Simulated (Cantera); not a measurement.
Input: 1 mol B2O3, 23 mol H2, a varied amount of N2, equilibrated at 850 K and 4500 Pa.

Equilibrium computed with Cantera from the NASA thermochemical tables; the gas is ideal and each condensed phase is pure. Candidate condensed phases: B, BN, B2O3, B3O3H3, H2O; 39 gas species. N2 is the only nitrogen source here; it is nearly inert below about 1500 K, so the nitride shown seldom forms there in practice. Kinetics and transport are ignored.

x: gas mole fraction; n: condensed amount in mol.

```json
[
 {"n(N2) (mol)": "2.7", "x H2": "0.894", "x N2": "0.105", "x H2O": "0.00151", "x NH3": "2.28e-5", "x (HBO2)3": "8.24e-7", "x HBO2": "1.15e-7", "n BN(s)": "[?]", "n B2O3(l)": "0.987"},
 {"n(N2) (mol)": "4.3", "x H2": "0.841", "x N2": "0.157", "x H2O": "0.00163", "x NH3": "2.55e-5", "x (HBO2)3": "9.22e-7", "x HBO2": "1.20e-7", "n BN(s)": "[?]", "n B2O3(l)": "0.985"},
 {"n(N2) (mol)": "6.9", "x H2": "0.768", "x N2": "0.230", "x H2O": "0.00169", "x NH3": "2.70e-5", "x (HBO2)3": "9.74e-7", "x HBO2": "1.22e-7", "n BN(s)": "[?]", "n B2O3(l)": "0.983"},
 {"n(N2) (mol)": "11", "x H2": "0.675", "x N2": "0.323", "x H2O": "0.00166", "x NH3": "2.63e-5", "x (HBO2)3": "9.51e-7", "x HBO2": "1.21e-7", "n BN(s)": "[?]", "n B2O3(l)": "0.981"},
 {"n(N2) (mol)": "18", "x H2": "0.560", "x N2": "0.439", "x H2O": "0.00153", "x NH3": "2.32e-5", "x (HBO2)3": "8.36e-7", "x HBO2": "1.16e-7", "n BN(s)": "0.0418", "n B2O3(l)": "0.979"},
 {"n(N2) (mol)": "28", "x H2": "0.450", "x N2": "0.549", "x H2O": "0.00132", "x NH3": "1.87e-5", "x (HBO2)3": "6.74e-7", "x HBO2": "1.08e-7", "n BN(s)": "0.0450", "n B2O3(l)": "0.977"},
 {"n(N2) (mol)": "45", "x H2": "0.337", "x N2": "0.662", "x H2O": "0.00106", "x NH3": "1.33e-5", "x (HBO2)3": "4.81e-7", "x HBO2": "9.64e-8", "n BN(s)": "0.0479", "n B2O3(l)": "0.976"},
 {"n(N2) (mol)": "72", "x H2": "0.241", "x N2": "0.758", "x H2O": "0.000790", "x NH3": "8.62e-6", "x (HBO2)3": "3.11e-7", "x HBO2": "8.34e-8", "n BN(s)": "0.0501", "n B2O3(l)": "0.975"},
 {"n(N2) (mol)": "110", "x H2": "0.172", "x N2": "0.827", "x H2O": "0.000581", "x NH3": "5.44e-6", "x (HBO2)3": "1.96e-7", "x HBO2": "7.15e-8", "n BN(s)": "0.0515", "n B2O3(l)": "0.974"},
 {"n(N2) (mol)": "180", "x H2": "0.113", "x N2": "0.887", "x H2O": "0.000390", "x NH3": "2.98e-6", "x (HBO2)3": "1.08e-7", "x HBO2": "5.86e-8", "n BN(s)": "0.0527", "n B2O3(l)": "0.974"}
]
```

### Question
Complete the blanks.

### Answer

- 2.7, n BN(s): 0.0259
- 4.3, n BN(s): 0.0297
- 6.9, n BN(s): 0.0337
- 11, n BN(s): 0.0377
